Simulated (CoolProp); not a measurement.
Ethanol along the isotherm 291.65 °C: Z from the reference equation and from simpler models built on Tc = 241.6 °C, pc = 6268 kPa, ω = 0.644; each cubic takes its own stable root.

Values from CoolProp's reference Helmholtz-energy equation of state, Schroeder 2014.

| p (kPa) | phase | reference | Pitzer virial | van der Waals | Redlich-Kwong |
|---|---|---|---|---|---|
| 392 | gas | 0.9880 | 0.9848 | 0.9850 | 0.9836 |
| 783 | gas | 0.9759 | 0.9697 | 0.9698 | 0.9670 |
| 1180 | gas | 0.9633 | 0.9543 | 0.9538 | 0.9498 |
| 1570 | gas | 0.9507 | 0.9392 | 0.9378 | 0.9325 |
| 1960 | gas | 0.9378 | 0.9241 | 0.9213 | 0.9149 |
| 2350 | gas | 0.9246 | 0.9090 | 0.9043 | 0.8970 |
| 2740 | gas | 0.9111 | 0.8939 | 0.8868 | 0.8786 |
| 3130 | gas | 0.8971 | 0.8789 | 0.8687 | 0.8599 |
